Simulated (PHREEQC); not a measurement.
A made-up water analysis in mmol/kgw, 95 °C, pH 6.97:

| constituent | mmol/kgw |
|---|---|
| Na | 445 |
| K | 23.2 |
| Ca | 7.21 |
| Mg | 40 |
| Cl | 369 |
| S(6) | 86.9 |
| Alkalinity (meq/kgw) | 0.139 |
| B | 0.596 |
| Si | 0.147 |

Cl is adjusted to close the charge balance.
Valence states are taken as typed.

The numbers come from PHREEQC with the Pitzer model, pitzer.dat.

Each row changes one thing in this solution. Precipitation was switched off in this run.

```json
[
 {"case": "as made", "ionic strength (mol/kgw)": "0.697", "HCO3- (mol/kgw)": "0.000105", "MgOH+ (mol/kgw)": "1.46e-5", "CO2 (mol/kgw)": "1.32e-5", "H3SiO4- (mol/kgw)": "2.33e-6", "HSO4- (mol/kgw)": "9.89e-7"},
 {"case": "Mg from 40 to 80 mmol/kgw", "ionic strength (mol/kgw)": "0.817", "HCO3- (mol/kgw)": "8.56e-5", "MgOH+ (mol/kgw)": "3.02e-5", "CO2 (mol/kgw)": "1.01e-5", "H3SiO4- (mol/kgw)": "2.57e-6", "HSO4- (mol/kgw)": "8.05e-7"},
 {"case": "Si from 0.147 to 0.441 mmol/kgw", "ionic strength (mol/kgw)": "0.697", "HCO3- (mol/kgw)": "0.000100", "MgOH+ (mol/kgw)": "1.46e-5", "CO2 (mol/kgw)": "1.27e-5", "H3SiO4- (mol/kgw)": "7.00e-6", "HSO4- (mol/kgw)": "9.89e-7"}
]
```

At this temperature some constants are extrapolated from 25 °C, and those without enthalpy data are left unchanged.
